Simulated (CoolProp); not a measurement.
The fluoroketone C6F12O (FK-5-1-12) along the isobar 101 kPa: Z from the reference equation and from simpler models built on Tc = 168.7 °C, pc = 1869 kPa, ω = 0.471; each cubic takes its own stable root.

The numbers come from the reference Helmholtz-energy equation of state, McLinden 2015 in CoolProp.

```tsv
T (°C)	phase	reference
-48.35	liquid	0.009444
-21.65	liquid	0.008793
4.95	liquid	0.008309
31.65	liquid	0.007961
58.35	gas	0.9427
85.05	gas	0.9578
111.75	gas	0.9680
138.35	gas	0.9751
165.05	gas	0.9803
191.75	gas	0.9843
218.45	gas	0.9873
```

Question: How far does each simpler model (van der Waals, Redlich-Kwong, Peng-Robinson) lie from the reference over these 11 states: mean and median of the absolute difference, and the worst?

Answer: 
- van der Waals: mean 3086.5 %, median 1.6 %, worst +11963.8 % at 31.65 °C and 101 kPa
- Redlich-Kwong: mean 1075.8 %, median 0.8 %, worst +11781.7 % at 31.65 °C and 101 kPa
- Peng-Robinson: mean 1.0 %, median 0.2 %, worst -3.2 % at 31.65 °C and 101 kPa

At some of these states van der Waals, Redlich-Kwong gives the other phase, because its saturation line lies elsewhere.
